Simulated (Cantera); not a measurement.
An adiabatic, constant-volume homogeneous reactor starts with CH4 : O2 : N2 = 1 : 1.43 : 5.37 (molar parts), equivalence ratio 1.4, at 1500 K and 540000 Pa. Integrator tolerance rtol = 1e-08.

Cantera simulation using GRI-Mech 3.0 (53 species, 325 reactions); the numbers are that mechanism's predictions, not measurements. Above 3000 K some thermodynamic fits are extrapolated.

What does this change do: CH4 1 to 0.48 parts?


| quantity | before | after |
|---|---|---|
| time of steepest temperature rise | 0.341 ms | 0.256 ms |
| temperature at 4.00 s | 3071 K | 2844 K |
| equilibrium temperature | 3071 K | 2844 K |
| x(CH4) at 4.00 s | 7.33e-12 (gas-phase equilibrium 8.61e-12) | <1e-12 (gas-phase equilibrium <1e-12) |
| x(O2) at 4.00 s | 0.00207 (gas-phase equilibrium 0.00207) | 0.0561 (gas-phase equilibrium 0.0561) |
| x(HO2) at 4.00 s | 3.57e-6 (gas-phase equilibrium 3.57e-6) | 2.27e-5 (gas-phase equilibrium 2.27e-5) |
| x(N2O) at 4.00 s | 8.14e-7 (gas-phase equilibrium 8.14e-7) | 3.34e-6 (gas-phase equilibrium 3.34e-6) |
| x(CH2) at 4.00 s | 1.27e-11 (gas-phase equilibrium 1.35e-11) | <1e-12 (gas-phase equilibrium <1e-12) |
| x(NO2) at 4.00 s | 8.78e-7 (gas-phase equilibrium 8.78e-7) | 2.09e-5 (gas-phase equilibrium 2.09e-5) |
| x(NO) at 4.00 s | 0.00462 (gas-phase equilibrium 0.00462) | 0.0193 (gas-phase equilibrium 0.0193) |

What does this change do: pressure from 540000 Pa to 2400000 Pa?


| quantity | before | after |
|---|---|---|
| time of steepest temperature rise | 0.341 ms | 89.5 µs |
| temperature at 4.00 s | 3071 K | 3178 K |
| equilibrium temperature | 3071 K | 3178 K |
| x(CH4) at 4.00 s | 7.33e-12 (gas-phase equilibrium 8.61e-12) | 1.04e-10 (gas-phase equilibrium 1.19e-10) |
| x(O2) at 4.00 s | 0.00207 (gas-phase equilibrium 0.00207) | 0.00103 (gas-phase equilibrium 0.00103) |
| x(HO2) at 4.00 s | 3.57e-6 (gas-phase equilibrium 3.57e-6) | 3.78e-6 (gas-phase equilibrium 3.78e-6) |
| x(N2O) at 4.00 s | 8.14e-7 (gas-phase equilibrium 8.14e-7) | 1.40e-6 (gas-phase equilibrium 1.40e-6) |
| x(CH2) at 4.00 s | 1.27e-11 (gas-phase equilibrium 1.35e-11) | 7.12e-11 (gas-phase equilibrium 7.62e-11) |
| x(NO2) at 4.00 s | 8.78e-7 (gas-phase equilibrium 8.78e-7) | 9.83e-7 (gas-phase equilibrium 9.83e-7) |
| x(NO) at 4.00 s | 0.00462 (gas-phase equilibrium 0.00462) | 0.00368 (gas-phase equilibrium 0.00368) |
The pressure lies above the range GRI-Mech 3.0 was tuned for (to about 10 atm).

What does this change do: pressure from 540000 Pa to 500000 Pa?


```
quantity                                                              before                                      after
---------------------------------  -----------------------------------------  -----------------------------------------
time of steepest temperature rise                                   0.341 ms                                   0.363 ms
temperature at 4.00 s                                                 3071 K                                     3065 K
equilibrium temperature                                               3071 K                                     3065 K
x(CH4) at 4.00 s                   7.33e-12 (gas-phase equilibrium 8.61e-12)  6.40e-12 (gas-phase equilibrium 7.53e-12)
x(O2) at 4.00 s                      0.00207 (gas-phase equilibrium 0.00207)    0.00214 (gas-phase equilibrium 0.00214)
x(HO2) at 4.00 s                     3.57e-6 (gas-phase equilibrium 3.57e-6)    3.54e-6 (gas-phase equilibrium 3.54e-6)
x(N2O) at 4.00 s                     8.14e-7 (gas-phase equilibrium 8.14e-7)    7.89e-7 (gas-phase equilibrium 7.89e-7)
x(CH2) at 4.00 s                   1.27e-11 (gas-phase equilibrium 1.35e-11)  1.16e-11 (gas-phase equilibrium 1.23e-11)
x(NO2) at 4.00 s                     8.78e-7 (gas-phase equilibrium 8.78e-7)    8.68e-7 (gas-phase equilibrium 8.68e-7)
x(NO) at 4.00 s                      0.00462 (gas-phase equilibrium 0.00462)    0.00466 (gas-phase equilibrium 0.00466)
```
